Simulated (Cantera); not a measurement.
## Pyrogenic steam for wet oxidation

An isothermal, constant-pressure homogeneous reactor starts with 18.5 % H2, 12.3 % O2, 69.1 % N2, at 1223 K and 750 Torr.

Computed with Cantera and GRI-Mech 3.0 (53 species, 325 reactions). The temperature is held fixed by assumption; the heat of reaction is taken as removed at once.

```json
[
 {"t (s)": "4.00e-5", "x H2": "0.182", "x O2": "0.122", "x NO": "3.43e-10", "x H2O": "0.00212", "x NO2": "<1e-12"},
 {"t (s)": "0.000168", "x H2": "0.00333", "x O2": "0.0352", "x NO": "7.51e-6", "x H2O": "0.199", "x NO2": "1.03e-8"},
 {"t (s)": "0.000709", "x H2": "0.000244", "x O2": "0.0341", "x NO": "7.43e-6", "x H2O": "0.204", "x NO2": "1.28e-7"},
 {"t (s)": "0.00299", "x H2": "1.44e-5", "x O2": "0.0340", "x NO": "7.32e-6", "x H2O": "0.204", "x NO2": "2.38e-7"},
 {"t (s)": "0.0126", "x H2": "7.28e-7", "x O2": "0.0340", "x NO": "7.43e-6", "x H2O": "0.204", "x NO2": "1.32e-7"},
 {"t (s)": "0.0529", "x H2": "1.11e-7", "x O2": "0.0340", "x NO": "7.51e-6", "x H2O": "0.204", "x NO2": "5.20e-8"},
 {"t (s)": "0.223", "x H2": "3.22e-8", "x O2": "0.0340", "x NO": "7.52e-6", "x H2O": "0.204", "x NO2": "3.78e-8"},
 {"t (s)": "0.938", "x H2": "2.29e-8", "x O2": "0.0340", "x NO": "7.52e-6", "x H2O": "0.204", "x NO2": "4.52e-8"},
 {"t (s)": "3.95", "x H2": "2.26e-8", "x O2": "0.0340", "x NO": "7.52e-6", "x H2O": "0.204", "x NO2": "4.57e-8"},
 {"t (s)": "16.6", "x H2": "2.26e-8", "x O2": "0.0340", "x NO": "7.52e-6", "x H2O": "0.204", "x NO2": "4.57e-8"},
 {"t (s)": "70.0", "x H2": "2.26e-8", "x O2": "0.0340", "x NO": "7.52e-6", "x H2O": "0.204", "x NO2": "4.57e-8"}
]
```
x: mole fraction; the columns are a selection and need not sum to one.

Equilibrium at this temperature and pressure: H2 2.26e-8, O2 0.0340, NO 9.24e-5, H2O 0.204, NO2 5.61e-7 (gas phase only).
